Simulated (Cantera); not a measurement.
Input (Python, Cantera) and output of one run.

```python
import numpy as np
import cantera as ct

gas_names = """
    H HO2 H2 H2O H2O2 O OH O2 O3 Si SiH SiH2 SiH3 SiH4 SiO SiO2 Si2 Si3
""".split()
cond_names = """
    H2O(s) H2O(L) Si(cr) Si(L) SiO2(Lqz) SiO2(hqz) SiO2(L)
""".split()


# ... load() reads the species with a 1 bar reference pressure and builds the phases ...
atoms = {
    'Si2H6': {'Si': 2, 'H': 6},
    'O2': {'O': 2},
    'H2': {'H': 2},
}
top_T = {}  # K; cautious upper limits of use, not melting points


# ... equilibrate(T, P, feed) seeds the gas with the atoms and calls Mixture.equilibrate('TP', solver="vcs", rtol=1e-11, max_steps=5000) ...
results = []
T = 1375  # K
P = 10000  # Pa
for m in [0.24, 0.41, 0.57, 0.73, 0.89, 1, 1.2, 1.4, 1.5, 1.7, 1.9, 2]:
    feed = {'Si2H6': 1, 'O2': m, 'H2': 15}  # mol
    mix = equilibrate(T, P, feed)
    results.append((T, P, feed, dict(zip(mix.species_names, mix.species_moles))))

top = {s: max(r[3][s] / sum(r[3][g] for g in gas_names) for r in results) for s in gas_names}
cols = sorted((s for s in top if top[s] > 1e-06), key=lambda s: -top[s])[:5]
seen = [c for c in cond_names if any(r[3].get(c, 0) > 1e-12 for r in results)]
print("log10 of partial pressures in bar; condensed amounts in mol")
print(f"{'n(O2)':>10s}" + "".join(f"{s[:9]:>10s}" for s in cols + seen))
for T, P, feed, n in results:
    ng = sum(n[g] for g in gas_names)
    print(f"{feed['O2']:10.4g}" + "".join(f"{np.log10(max(n[s] / ng * P / 1e5, 1e-99)):10.3f}" for s in cols)
          + "".join(f"{n.get(c, 0):10.4g}" for c in seen))
```

Output:

```
log10 of partial pressures in bar; condensed amounts in mol
     n(O2)        H2       SiO       H2O         H    Si(cr) SiO2(hqz)
      0.24    -1.000    -4.367    -7.117    -5.965     1.756    0.2361
      0.41    -1.000    -4.367    -7.117    -5.965     1.586    0.4061
      0.57    -1.000    -4.367    -7.117    -5.965     1.426    0.5661
      0.73    -1.000    -4.367    -7.117    -5.965     1.266    0.7261
      0.89    -1.000    -4.367    -7.117    -5.965     1.106    0.8861
         1    -1.000    -4.367    -7.117    -5.965    0.9961    0.9961
       1.2    -1.000    -4.367    -7.117    -5.965    0.7961     1.196
       1.4    -1.000    -4.367    -7.117    -5.965    0.5961     1.396
       1.5    -1.000    -4.367    -7.117    -5.965    0.4961     1.496
       1.7    -1.000    -4.367    -7.117    -5.965    0.2961     1.696
       1.9    -1.000    -4.367    -7.117    -5.965   0.09613     1.896
         2    -1.000    -5.742    -5.742    -5.965         0         2
```

Method: chemical equilibrium by Gibbs-energy minimisation in Cantera with the NASA 1993 tables (ideal gas, pure condensed phases). The feed counts by its element totals alone. Mutual solubility and eutectic melting of coexisting phases are not modelled. The tables hold silica as quartz up to 1696 K and as liquid above; real silica turns to tridymite and cristobalite and melts near 1996 K.
